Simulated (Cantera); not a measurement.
A closed system holds: 1 mol borazine, 12 mol N₂, 0.11 mol H₂, at 1552 °C and 1.00 bar.

Cantera equilibrium calculation (NASA polynomials, part measured and part estimated; ideal gas, pure solids and liquids). Candidate condensed phases: B, BN; 15 gas species. The feed counts by its element totals alone. Kinetics and transport are ignored.

Base state: N₂ 0.794, H₂ 0.206, H 0.000200 (mole fractions); condensed: BN(s).

**Question.** What changes in the equilibrium state with this change: pressure from 1.00 bar to 10.0 mbar?

**Answer.** 
```json
[
 {"species": "N₂", "before": "0.794", "after": "0.793"},
 {"species": "H₂", "before": "0.206", "after": "0.205"},
 {"species": "H", "before": "0.000200", "after": "0.00199"},
 {"species": "BN(s), mol", "before": "3.00", "after": "3.00"}
]
```

**Question.** What changes in the equilibrium state with this change: borazine replaced by B₂O₃?

**Answer.** 
```json
[
 {"species": "N₂", "before": "0.794", "after": "0.985"},
 {"species": "H₂", "before": "0.206", "after": "0.00767"},
 {"species": "B₂O₃", "before": "0", "after": "0.00483"},
 {"species": "HBO₂", "before": "0", "after": "0.00181"},
 {"species": "HBO", "before": "0", "after": "0.000758"},
 {"species": "B₂O₂", "before": "0", "after": "0.000272"},
 {"species": "BO", "before": "0", "after": "6.61e-5"},
 {"species": "BN(s), mol", "before": "3.00", "after": "0.00220"},
 {"species": "B₂O₃(l), mol", "before": "0", "after": "0.921"}
]
```
Mutual solubility and eutectic melting of coexisting phases are not modelled. Further candidate phases: B₂O₃, B₃O₃H₃, H₂O.
